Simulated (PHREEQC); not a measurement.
A solution holds 98 mmol/kgw Cu(NO3)2, 0.36 mmol/kgw HCl and 0.14 mmol/kgw Na2SO4, at 70 °C. Closed to the air; pH follows from the charge balance.

The numbers come from PHREEQC with the ion-association model, phreeqc.dat.

No solid was allowed to form.

Q: Predict the pH, specific conductance, density.

A: pH 3.46; specific conductance 36200 µS/cm; density 0.992 g/cm³.

Q: In which forms is Cl present?

A: Cl- 68 %, CuCl+ 32 % of the Cl.

Away from 25 °C the constants follow the database's enthalpies or fits; those with neither stay at their 25 °C values.
